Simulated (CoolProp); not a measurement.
Vapour-liquid equilibrium of propane (1) + cyclopropane (2) at 5.13 bar; x and y are mole fractions of (1).

The numbers come from the multi-fluid Helmholtz-energy mixture model, Lemmon 2009 and Polt 1992; pair parameters Bell 2016 in CoolProp. This equation is an older, rougher fit; its heat capacities, sound speeds and derivatives of the liquid may be far off and weren't checked against measurements.

```csv
x,bubble temperature (K),y at the bubble point,dew temperature at overall composition x (K),liquid density (mol/L)
0.05,284.8,0.077,285.2,14.96
0.2,282.0,0.274,283.1,14.41
0.35,279.8,0.434,280.9,13.88
0.5,278.2,0.571,279.0,13.38
0.65,277.0,0.696,277.4,12.90
0.8,276.1,0.819,276.2,12.46
0.95,275.8,0.951,275.8,12.04
```

No azeotrope shows between x = 0.05 and 0.95.

Pair parameters are fitted to limited data, so mixtures are less certain than the pure fluids.
